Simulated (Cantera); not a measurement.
Feed: 1 mol MgCO3, 0.066 mol SO3, 0.058 mol O2, 0.35 mol H2S, equilibrated at 20.0 mbar.

These are equilibrium values from Cantera (NASA tables, ideal gas, pure condensed phases), not measurements of a reactor. Candidate condensed phases: C, C6H6, C7H8, C8H18, H2O, H2SO4, Mg, MgCO3, MgO, Mg(OH)2, MgS, MgSO4, S; 130 gas species. Gases not in the tables: S3 to S7. Kinetics and transport are ignored.

**Question.** At 798 K, list the 7 most abundant gas species with their mole fractions, and the condensed phases.

**Answer.** CO2 0.653, H2O 0.167, S2 0.0938, H2S 0.0618, SO2 0.0204, COS 0.00186, H2 0.000689. Condensed: MgO(s).
